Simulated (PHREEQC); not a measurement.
## Spent oxide etchant

Make-up at 20 °C: 57 mmol/kgw HF, 98 mmol/kgw H2SiF6, 0.25 mmol/kgw HBF4 and 180 mmol/kgw HCl. Closed to the air; pH follows from the charge balance.

All values are PHREEQC results (ion-association model, wateq4f.dat), not measurements.

- pH = 0.54
- ionic strength = 0.474 mol/kgw
- activity of water = 0.988
- total alkalinity = -826 meq/kg

```csv
species,molality,activity,log γ
H+,0.377,0.289,-0.115
Cl-,0.180,0.117,-0.188
SiF6-2,0.0980,0.0217,-0.655
HF,0.0436,0.0486,0.047
H2F2,0.00659,0.00735,0.047
BF4-,0.000248,0.000149,-0.223
F-,0.000192,0.000123,-0.195
HF2-,3.43e-5,2.19e-5,-0.195
BF3OH-,1.69e-6,1.01e-6,-0.223
```

This is a speciation only: nothing precipitates in the calculation. SiF6-2 is the database's only silicon fluoride. Real BF4- forms and hydrolyses slowly; the run takes it at equilibrium.
